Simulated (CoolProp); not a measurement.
A simple Rankine cycle with R227EA: condensing at 319.15 K, boiler at 1.99 MPa, turbine inlet 474 K, turbine efficiency 0.8, pump efficiency 0.7, no recuperator. Each further row changes one setting.

Values from CoolProp's reference Helmholtz-energy equation of state, Lemmon 2016.

```tsv
case	thermal efficiency (%)	net work (kJ/kg)	heat in (kJ/kg)	turbine exit temperature (K)	volume ratio over the turbine
as stated	5.5	13.5	245	454.4	2.44
condensing temperature 311.15 K	6.7	___	255	450.0	___
boiler pressure 1.39 MPa	___	8.36	249	462.8	___
turbine efficiency 0.7	4.7	___	245	456.1	___
```

Problem. Complete the blanks.

Solution. 
- condensing temperature 311.15 K, net work (kJ/kg): 17.0
- condensing temperature 311.15 K, volume ratio over the turbine: 3.03
- boiler pressure 1.39 MPa, thermal efficiency (%): 3.4
- boiler pressure 1.39 MPa, volume ratio over the turbine: 1.69
- turbine efficiency 0.7, net work (kJ/kg): 11.6
- turbine efficiency 0.7, volume ratio over the turbine: 2.45
